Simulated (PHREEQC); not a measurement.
## Acid mine or pickling water

Model water analysis in mg/L, 79 °C, pH 2.8, pe 9.3: Na 195; K 16.3; Ca 47.2; Mg 48.6; Cl 31.4; S(6) as SO4 819; Al 0.558; Sr 7.92; O(0) (dissolved oxygen) 5.74; Zn 0.342.

Valence states are taken as typed.

Model: ion-association model, phreeqc.dat, run in PHREEQC.

Each row changes one thing in this solution. No solid was allowed to form.

```json
[
 {"case": "as made", "ionic strength (mol/kgw)": "0.0204", "SO4-2 (mol/kgw)": "0.00497", "HSO4- (mol/kgw)": "0.00195", "MgSO4 (mol/kgw)": "0.00107", "Mg+2 (mol/kgw)": "0.000932", "Ca+2 (mol/kgw)": "0.000851", "SI of Gypsum (CaSO4:2H2O)": "-1.16", "SI of Gibbsite (Al(OH)3)": "-3.20"},
 {"case": "temperature from 79 to 25 °C at the same typed pH", "ionic strength (mol/kgw)": "0.0240", "SO4-2 (mol/kgw)": "0.00667", "HSO4- (mol/kgw)": "0.000666", "MgSO4 (mol/kgw)": "___", "Mg+2 (mol/kgw)": "0.00134", "Ca+2 (mol/kgw)": "0.000856", "SI of Gypsum (CaSO4:2H2O)": "-1.16", "SI of Gibbsite (Al(OH)3)": "-5.66"},
 {"case": "K from 16.3 to 8.15 mg/L", "ionic strength (mol/kgw)": "0.0203", "SO4-2 (mol/kgw)": "___", "HSO4- (mol/kgw)": "0.00195", "MgSO4 (mol/kgw)": "0.00107", "Mg+2 (mol/kgw)": "0.000931", "Ca+2 (mol/kgw)": "0.000850", "SI of Gypsum (CaSO4:2H2O)": "-1.16", "SI of Gibbsite (Al(OH)3)": "-3.20"},
 {"case": "S(6) from 819 to 410 mg/L", "ionic strength (mol/kgw)": "0.0155", "SO4-2 (mol/kgw)": "0.00228", "HSO4- (mol/kgw)": "0.000934", "MgSO4 (mol/kgw)": "0.000747", "Mg+2 (mol/kgw)": "___", "Ca+2 (mol/kgw)": "0.000982", "SI of Gypsum (CaSO4:2H2O)": "-1.38", "SI of Gibbsite (Al(OH)3)": "-2.92"}
]
```

Task: Some entries are withheld; supply them.

Result: 
- temperature from 79 to 25 °C at the same typed pH, MgSO4 (mol/kgw): 0.000665
- K from 16.3 to 8.15 mg/L, SO4-2 (mol/kgw): 0.00498
- S(6) from 819 to 410 mg/L, Mg+2 (mol/kgw): 0.00125

Away from 25 °C the constants follow the database's enthalpies or fits; those with neither stay at their 25 °C values.
